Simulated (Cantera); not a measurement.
A closed system holds: 1 mol SiHCl3, 6.3 mol NH3, equilibrated at 100 Torr.

Cantera equilibrium calculation (NASA polynomials, part measured and part estimated; ideal gas, pure solids and liquids). Candidate condensed phases: NH4Cl, Si, Si3N4; 28 gas species. Rates play no part.

Over these rows the condensed part is Si3N4(s). Partial pressures as log10 of bar:

```csv
T (K),1000/T (1/K),log p SiCl2,log p H2,log p HCl,log p N2
1248,0.8013,-5.15,-1.09,-1.55,-1.62
1348,0.7418,-4.34,-1.09,-1.55,-1.62
1448,0.6906,?,-1.09,-1.56,-1.62
1548,0.6460,-3.09,-1.09,-1.58,-1.61
1648,0.6068,-2.68,-1.08,-1.63,-1.60
1748,0.5721,-2.39,-1.08,-1.71,-1.58
```

Task: Fit log p(SiCl2) = a + b·(1000/T) to the five rows, give the apparent enthalpy, and predict the row at 1448 K.

Result: Means: 1000/T = 0.6736, log p = -3.530. Sxy = -0.446750, Sxx = 0.0364848, so b = -12.24 and a = -3.530 − (-12.24)×0.6736 = 4.71.
Apparent enthalpy: −19.145 × (-12.24) = 234 kJ/mol. With the condensed phases at unit activity, 1/3 Si3N4(s) + 2 HCl(g) = SiCl2(g) + H2(g) + 2/3 N2(g) links this pressure to the main gases: over the six rows their terms move log p by -0.36 in all, so the slope isn't that reaction's ΔH° alone. The five rows lie within 0.11 of the line; that is curvature, so one enthalpy describes this range poorly.
Prediction at 1448 K: 4.71 + (-12.24)×0.6906 = -3.74. The computed value is -3.65, 0.09 from the line.
